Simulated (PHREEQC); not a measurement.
Make-up at 25 °C: 0.0012 mol/kgw KHCO3, 0.0011 mol/kgw NaOH and 0.00015 mol/kgw KCl. Closed to the air; pH follows from the charge balance.

Model: ion-association model, phreeqc.dat, run in PHREEQC.

Question: The ionic strength comes out as 0.00319 mol/kgw. What activity coefficients do CO3-2, Na+, K+, NaCO3-, Cl- get?

Answer: CO3-2 0.79, Na+ 0.94, K+ 0.94, NaCO3- 0.94, Cl- 0.94.

No solid was allowed to form. Species that the database lacks are ignored.
